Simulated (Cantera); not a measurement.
Source: NASA polynomial tables (part measured, part estimated), evaluated in Cantera. Values are per mole of reaction as written; species without (g) are pure solids or liquids, kept so even where they would boil at 1 bar.

3 FeCl₂ ⇌ 2 FeCl₃(g) + Fe

| T (K) | ΔH° (kJ) | ΔS° (J/K) | ΔG° (kJ) | log10 K | condensed phases |
|---|---|---|---|---|---|
| 923 | 486.1 | 302.4 | 207.0 | -11.71 | FeCl₂(s), Fe(α) |
| 973 | ___ | ___ | ___ | ___ | FeCl₂(l), Fe(α) |
| 1023 | ___ | ___ | ___ | ___ | FeCl₂(l), Fe(α) |
| 1073 | 345.8 | 155.3 | 179.2 | -8.72 | FeCl₂(l), Fe(α) |
| 1123 | 341.2 | 151.1 | 171.5 | -7.98 | FeCl₂(l), Fe(α) |
| 1173 | 336.0 | 146.6 | 164.1 | -7.31 | FeCl₂(l), Fe(α) |
| 1223 | ___ | ___ | ___ | ___ | FeCl₂(l), Fe(γ) |

### Question
Some entries are withheld; supply them.

### Answer

- 973, ΔH° (kJ): 353.6
- 973, ΔS° (J/K): 162.9
- 973, ΔG° (kJ): 195.1
- 973, log10 K: -10.47
- 1023, ΔH° (kJ): 349.3
- 1023, ΔS° (J/K): 158.6
- 1023, ΔG° (kJ): 187.0
- 1023, log10 K: -9.55
- 1223, ΔH° (kJ): 331.6
- 1223, ΔS° (J/K): 142.9
- 1223, ΔG° (kJ): 156.8
- 1223, log10 K: -6.70
